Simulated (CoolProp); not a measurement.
Methane at 490.2 K and 11.4 MPa flows at 8.2 m/s in a round tube of 6 mm bore and 1.5 µm roughness, fully developed (64/Re and Nu = 3.66 if laminar; Colebrook and Gnielinski if turbulent). Each further row changes one setting.

Model: reference Helmholtz-energy equation of state, Setzmann 1991, in CoolProp.

| case | Reynolds number | Darcy friction factor | pressure drop (Pa/m) | heat-transfer coefficient (W/(m² K)) | mass flow (kg/h) |
|---|---|---|---|---|---|
| as stated | 121000 | ? | ? | 2850 | 37.2 |
| velocity 16.4 m/s | 241000 | ? | ? | 5200 | ? |
| diameter 12 mm | 241000 | 0.0161 | 2010 | ? | 149 |

**Question.** Complete the blanks.

**Answer.** 
- as stated, Darcy friction factor: 0.0187
- as stated, pressure drop (Pa/m): 4670
- velocity 16.4 m/s, Darcy friction factor: 0.0170
- velocity 16.4 m/s, pressure drop (Pa/m): 17000
- velocity 16.4 m/s, mass flow (kg/h): 74.4
- diameter 12 mm, heat-transfer coefficient (W/(m² K)): 2460

Viscosity comes from a separate model (Quiñones-Cisneros 2006). Thermal conductivity comes from a separate model (Friend 1989).
